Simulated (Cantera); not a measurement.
An isothermal, constant-pressure homogeneous reactor starts with 15.4 % CH₄, 84.6 % H₂, at 1350 K and 65.3 Torr.

Model: GRI-Mech 3.0 (53 species, 325 reactions), integrated in Cantera. GRI-Mech 3.0 stops at C3 and has no aromatics, soot or wall deposition, so with more carbon than oxygen in the feed, carbon stays in small species such as C2H2 where larger ones or solid carbon would form.

x: mole fraction; the columns are a selection and need not sum to one.

```json
[
 {"t (s)": "0.000800", "x CH₄": "0.154", "x H₂": "0.846", "x CH₂": "<1e-12", "x C₂H": "<1e-12", "x C₂H₄": "5.21e-12", "x C₂H₂": "<1e-12"},
 {"t (s)": "0.00233", "x CH₄": "0.154", "x H₂": "0.846", "x CH₂": "<1e-12", "x C₂H": "<1e-12", "x C₂H₄": "1.35e-10", "x C₂H₂": "<1e-12"},
 {"t (s)": "0.00679", "x CH₄": "0.154", "x H₂": "0.846", "x CH₂": "1.87e-12", "x C₂H": "<1e-12", "x C₂H₄": "…", "x C₂H₂": "2.13e-12"},
 {"t (s)": "0.0198", "x CH₄": "0.154", "x H₂": "0.846", "x CH₂": "1.30e-11", "x C₂H": "<1e-12", "x C₂H₄": "…", "x C₂H₂": "2.57e-10"},
 {"t (s)": "0.0577", "x CH₄": "0.154", "x H₂": "0.846", "x CH₂": "4.32e-11", "x C₂H": "<1e-12", "x C₂H₄": "…", "x C₂H₂": "2.95e-8"},
 {"t (s)": "0.168", "x CH₄": "0.154", "x H₂": "0.846", "x CH₂": "6.19e-11", "x C₂H": "<1e-12", "x C₂H₄": "…", "x C₂H₂": "1.32e-6"},
 {"t (s)": "0.490", "x CH₄": "0.154", "x H₂": "0.846", "x CH₂": "6.39e-11", "x C₂H": "<1e-12", "x C₂H₄": "…", "x C₂H₂": "1.96e-5"},
 {"t (s)": "1.43", "x CH₄": "0.153", "x H₂": "0.847", "x CH₂": "6.41e-11", "x C₂H": "<1e-12", "x C₂H₄": "…", "x C₂H₂": "0.000147"},
 {"t (s)": "4.16", "x CH₄": "0.152", "x H₂": "0.847", "x CH₂": "6.42e-11", "x C₂H": "2.55e-12", "x C₂H₄": "…", "x C₂H₂": "0.000671"},
 {"t (s)": "12.1", "x CH₄": "0.148", "x H₂": "0.850", "x CH₂": "6.40e-11", "x C₂H": "8.51e-12", "x C₂H₄": "…", "x C₂H₂": "0.00221"},
 {"t (s)": "35.3", "x CH₄": "0.137", "x H₂": "0.855", "x CH₂": "6.37e-11", "x C₂H": "2.52e-11", "x C₂H₄": "…", "x C₂H₂": "0.00633"},
 {"t (s)": "103", "x CH₄": "0.114", "x H₂": "0.869", "x CH₂": "6.38e-11", "x C₂H": "6.82e-11", "x C₂H₄": "…", "x C₂H₂": "0.0156"},
 {"t (s)": "300", "x CH₄": "0.0807", "x H₂": "0.887", "x CH₂": "6.58e-11", "x C₂H": "1.50e-10", "x C₂H₄": "…", "x C₂H₂": "0.0286"}
]
```

### Question
Some entries are withheld; supply them.

### Answer

- 0.00679, x C₂H₄: 3.36e-9
- 0.0198, x C₂H₄: 8.73e-8
- 0.0577, x C₂H₄: 2.01e-6
- 0.168, x C₂H₄: 1.95e-5
- 0.490, x C₂H₄: 7.29e-5
- 1.43, x C₂H₄: 0.000155
- 4.16, x C₂H₄: 0.000235
- 12.1, x C₂H₄: 0.000399
- 35.3, x C₂H₄: 0.000837
- 103, x C₂H₄: 0.00185
- 300, x C₂H₄: 0.00332
